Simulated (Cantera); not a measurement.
A closed system holds: 1 mol Si, 0.27 mol N2O, 61 mol H2, 0.019 mol O2, at 2180 Torr.

Method: chemical equilibrium by Gibbs-energy minimisation in Cantera with the NASA 1993 tables (ideal gas, pure condensed phases). Candidate condensed phases: H2O, Si, SiO2, Si2N2O, Si3N4; 35 gas species. Mutual solubility and eutectic melting of coexisting phases are not modelled. The tables hold silica as quartz up to 1696 K and as liquid above; real silica turns to tridymite and cristobalite and melts near 1996 K. Gases not in the tables: Si2H6 and higher silanes. Kinetics and transport are ignored.

**Question.** Which condensed phases are stable at each of these points (T (K)): 925, 1025, 1125, 1225, 1325, 1425, 1525, 1625, 1725, 1825, 1925, 2025, 2125?

**Answer.** 
```csv
T (K),condensed phases,Si condensed (%)
925,Si(s) + SiO2(β-quartz) + Si2N2O(s),100.0
1025,Si(s) + SiO2(β-quartz) + Si2N2O(s),100.0
1125,Si(s) + SiO2(β-quartz) + Si2N2O(s),100.0
1225,Si(s) + SiO2(β-quartz) + Si2N2O(s),100.0
1325,Si(s) + SiO2(β-quartz) + Si2N2O(s),100.0
1425,Si(s) + SiO2(β-quartz) + Si2N2O(s),99.7
1525,Si(s) + SiO2(β-quartz) + Si2N2O(s),98.3
1625,Si(s) + Si2N2O(s),96.2
1725,Si(l) + Si2N2O(s),95.8
1825,Si(l) + Si2N2O(s),92.2
1925,Si(l) + Si2N2O(s),74.1
2025,Si(l),68.2
2125,Si(l),67.2
```

From 925 K to 1525 K the condensed part is Si(s) + SiO2(β-quartz) + Si2N2O(s). At 1625 K the condensed part is Si(s) + Si2N2O(s). From 1725 K to 1925 K the condensed part is Si(l) + Si2N2O(s). From 2025 K to 2125 K the condensed part is Si(l).
